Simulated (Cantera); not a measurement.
What does this Cantera script print?

```python
import numpy as np
import cantera as ct

gas_names = """
    H2 H2O2 NbO2
""".split()
cond_names = """
    Nb2O5(s) Nb2O5(L)
""".split()


# ... load() reads the species with a 1 bar reference pressure and builds the phases ...
species = {s.name: s for s in load("nasa_gas.yaml", gas_names) + load("nasa_condensed.yaml", cond_names)}
# Each term lists the table entries of one substance; the one whose range holds T is used.
reactions = {
    '2 Nb2O5 + H2(g) = H2O2(g) + 4 NbO2(g)':
        [(-2, ['Nb2O5(s)', 'Nb2O5(L)']), (-1, ['H2']), (1, ['H2O2']), (4, ['NbO2'])],
}


def pick(names, T):
    return next(species[n] for n in names if species[n].thermo.min_temp <= T <= species[n].thermo.max_temp)


results = []
for label, terms in reactions.items():
    print(label)
    print("     T/K   dH/kJ  dS/(J/K)   dG/kJ   log10 K")
    for T in [300, 450, 500, 550, 600, 650, 700, 750, 800, 850, 900]:
        used = [(nu, pick(names, T)) for nu, names in terms]
        dH = sum(nu * s.thermo.h(T) for nu, s in used) / 1e6
        dS = sum(nu * s.thermo.s(T) for nu, s in used) / 1e3
        dG = dH - T * dS / 1e3
        logK = -dG * 1e6 / (ct.gas_constant * T * np.log(10))
        results.append((label, T, dH, dS, dG, logK, [s.name for _, s in used]))
        print(f"{T:8g} {dH:8.1f} {dS:8.1f} {dG:8.1f} {logK:8.2f}")
```

It prints:

```
2 Nb2O5 + H2(g) = H2O2(g) + 4 NbO2(g)
     T/K   dH/kJ  dS/(J/K)   dG/kJ   log10 K
     300   2862.7    920.3   2586.6  -450.35
     450   2850.6    887.7   2451.1  -284.51
     500   2846.3    878.7   2406.9  -251.44
     550   2842.0    870.5   2363.2  -224.43
     600   2837.6    862.8   2319.9  -201.96
     650   2833.1    855.7   2276.9  -182.97
     700   2828.6    849.0   2234.3  -166.72
     750   2824.0    842.7   2192.0  -152.66
     800   2819.4    836.8   2150.0  -140.38
     850   2814.7    831.1   2108.3  -129.56
     900   2810.0    825.7   2066.9  -119.96
```

Cantera with NASA thermochemical tables; ideal gases at 1 bar, condensed phases pure. Condensed species are held in their standard states even where they would react or evaporate.
